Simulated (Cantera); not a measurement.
# Premixed flame

A freely propagating, adiabatic, planar premixed flame of CH4 : H2 : O2 : N2 = 1 : 0.12 : 3.03 : 13.6 (molar parts), equivalence ratio 0.68, unburnt at 398 K and 100.0 Torr; multicomponent+Soret transport, grid criteria slope 0.08 and curve 0.16, no radiation.

Cantera simulation using GRI-Mech 3.0 (53 species, 325 reactions); the numbers are that mechanism's predictions, not measurements. Burning velocities carry a grid error of a few per cent, more on coarse grids.

```tsv
z (mm)	T (K)	u (m/s)	x CH4	x H2	x O2	x H	x H2O2	x OH
-10.3	398	0.460	0.0563	0.00675	0.171	<1e-8	<1e-8	<1e-8
-6.86	399	0.461	0.0562	0.00672	0.171	<1e-8	7.59e-8	<1e-8
-5.15	403	0.465	0.0559	0.00671	0.171	<1e-8	4.63e-7	1.30e-8
-3.43	442	0.511	0.0533	0.00688	0.169	3.50e-7	3.50e-6	9.23e-7
-1.72	722	0.839	0.0392	0.00832	0.149	0.000124	5.31e-6	3.12e-5
-0.858	1023	1.20	0.0232	0.00954	0.122	0.000662	3.06e-6	0.000201
0	1317	1.55	0.00634	0.00911	0.0894	0.00220	1.03e-6	0.00136
0.858	1438	1.69	0.000600	0.00616	0.0707	0.00404	3.08e-7	0.00295
1.72	1475	1.73	3.39e-5	0.00450	0.0642	0.00492	2.74e-7	0.00364
3.43	1517	1.77	9.72e-8	0.00391	0.0601	0.00494	2.30e-7	0.00412
6.86	1569	1.82	<1e-8	0.00344	0.0579	0.00374	1.67e-7	0.00426
13.7	1626	1.88	<1e-8	0.00247	0.0566	0.00204	1.07e-7	0.00395
27.5	1673	1.93	<1e-8	0.00142	0.0557	0.000820	6.36e-8	0.00321
```
x: mole fraction of selected species; z is measured from the peak of heat release.

The laminar burning velocity is 45.9 cm/s and the thermal thickness comes out as 3.43 mm. The peak x(H) is 0.00509 and the peak x(H2O2) is 6.20e-6. The peak x(OH) is 0.00426 and the grid points comes out as 143.
